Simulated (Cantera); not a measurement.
A perfectly stirred reactor is fed with 10.0 % CH₄, 18.3 % O₂, 68.6 % N₂, 3.11 % H₂O, at 3.75 atm; it is adiabatic with a 650 K inlet, and is followed from long to short residence time, starting on the burning branch (τ in s: 0.023, 0.0084, 0.003, 0.0011, 0.0004, 0.00015, 5.3e-05, 1.9e-05, 7e-06).

Computed with Cantera and GRI-Mech 3.0 (53 species, 325 reactions).

x: mole fraction; the columns are a selection and need not sum to one.

```json
[
 {"τ (s)": "0.023", "T (K)": "2381", "x CH₄": "6.23e-6", "x O₂": "0.00118", "x H₂O": "0.211", "x HO₂": "4.99e-7", "x CH₃": "4.18e-6", "x N₂O": "1.23e-7", "x C₂H": "2.81e-11"},
 {"τ (s)": "0.0084", "T (K)": "2371", "x CH₄": "1.35e-5", "x O₂": "0.00164", "x H₂O": "0.211", "x HO₂": "7.28e-7", "x CH₃": "9.19e-6", "x N₂O": "1.38e-7", "x C₂H": "1.25e-10"},
 {"τ (s)": "0.0030", "T (K)": "2352", "x CH₄": "2.77e-5", "x O₂": "0.00251", "x H₂O": "0.209", "x HO₂": "1.22e-6", "x CH₃": "1.88e-5", "x N₂O": "1.60e-7", "x C₂H": "4.66e-10"},
 {"τ (s)": "0.0011", "T (K)": "2322", "x CH₄": "5.43e-5", "x O₂": "0.00393", "x H₂O": "0.206", "x HO₂": "2.14e-6", "x CH₃": "3.59e-5", "x N₂O": "1.82e-7", "x C₂H": "1.43e-9"},
 {"τ (s)": "0.00040", "T (K)": "2278", "x CH₄": "(withheld)", "x O₂": "(withheld)", "x H₂O": "0.203", "x HO₂": "(withheld)", "x CH₃": "(withheld)", "x N₂O": "1.98e-7", "x C₂H": "(withheld)"},
 {"τ (s)": "0.00015", "T (K)": "2220", "x CH₄": "0.000230", "x O₂": "0.00915", "x H₂O": "0.198", "x HO₂": "6.88e-6", "x CH₃": "0.000131", "x N₂O": "2.05e-7", "x C₂H": "1.17e-8"},
 {"τ (s)": "5.3e-5", "T (K)": "2141", "x CH₄": "(withheld)", "x O₂": "(withheld)", "x H₂O": "0.193", "x HO₂": "(withheld)", "x CH₃": "(withheld)", "x N₂O": "2.01e-7", "x C₂H": "(withheld)"},
 {"τ (s)": "1.9e-5", "T (K)": "650", "x CH₄": "0.100", "x O₂": "0.183", "x H₂O": "0.0311", "x HO₂": "<1e-12", "x CH₃": "<1e-12", "x N₂O": "<1e-12", "x C₂H": "<1e-12"},
 {"τ (s)": "7.0e-6", "T (K)": "650", "x CH₄": "0.100", "x O₂": "0.183", "x H₂O": "0.0311", "x HO₂": "<1e-12", "x CH₃": "<1e-12", "x N₂O": "<1e-12", "x C₂H": "<1e-12"}
]
```

Complete the blanks.


- 0.00040, x CH₄: 0.000109
- 0.00040, x O₂: 0.00610
- 0.00040, x HO₂: 3.86e-6
- 0.00040, x CH₃: 6.81e-5
- 0.00040, x C₂H: 4.12e-9
- 5.3e-5, x CH₄: 0.000591
- 5.3e-5, x O₂: 0.0142
- 5.3e-5, x HO₂: 1.33e-5
- 5.3e-5, x CH₃: 0.000296
- 5.3e-5, x C₂H: 4.09e-8
